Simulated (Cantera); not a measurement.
Adiabatic ignition

An adiabatic, constant-volume homogeneous reactor starts with 20.2 % CO, 5.66 % H₂, 2.63 % CH₄, 13.0 % O₂, 49.0 % N₂, 9.51 % CO₂, at 975 K and 1.00 atm.

Cantera simulation using GRI-Mech 3.0 (53 species, 325 reactions); the numbers are that mechanism's predictions, not measurements. Below about 1000 K GRI-Mech 3.0 lacks low-temperature oxidation paths.

```
t (s)     T (K)  P (bar)   x CO     x H₂   x CH₄     x N₂O       x H
--------  -----  -------  -----  -------  ------  --------  --------
4.00e-6     975     1.01  0.202   0.0566  0.0263    <1e-12  2.81e-11
9.16e-6     975     1.01  0.202   0.0566  0.0263    <1e-12  7.93e-11
2.10e-5     975     1.01  0.202   0.0566  0.0263    <1e-12  1.62e-10
4.80e-5     975     1.01  0.202   0.0566  0.0263    <1e-12  2.60e-10
0.000110    975     1.01  0.202   0.0566  0.0263    <1e-12  4.37e-10
0.000252    975     1.01  0.202   0.0566  0.0263    <1e-12  9.89e-10
0.000577    975     1.01  0.202   0.0566  0.0263    <1e-12   3.99e-9
0.00132     975     1.01  0.202   0.0566  0.0263    <1e-12   7.15e-8
0.00303    1012     1.05  0.202   0.0555  0.0250  2.18e-10   1.52e-5
0.00693    2664     2.60  0.126  0.00886  <1e-12   3.27e-7   0.00291
0.0159     2660     2.60  0.126  0.00891  <1e-12   3.42e-7   0.00288
0.0364     2660     2.60  0.126  0.00891  <1e-12   3.42e-7   0.00288
0.0833     2660     2.60  0.126  0.00891  <1e-12   3.42e-7   0.00288
0.191      2660     2.60  0.126  0.00891  <1e-12   3.42e-7   0.00288
0.437      2660     2.60  0.126  0.00891  <1e-12   3.42e-7   0.00288
1.00       2660     2.60  0.126  0.00891  <1e-12   3.42e-7   0.00288
```
x: mole fraction; the columns are a selection and need not sum to one.

```yaml
time_of_steepest_temperature_rise: 4.17 ms
temperature at 1.00 s: 2660 K
equilibrium_temperature: 2660 K
x(CO) at 1.00 s: 0.126 (gas-phase equilibrium 0.126)
x(H₂) at 1.00 s: 0.00891 (gas-phase equilibrium 0.00891)
x(CH₄) at 1.00 s: <1e-12 (gas-phase equilibrium <1e-12)
```
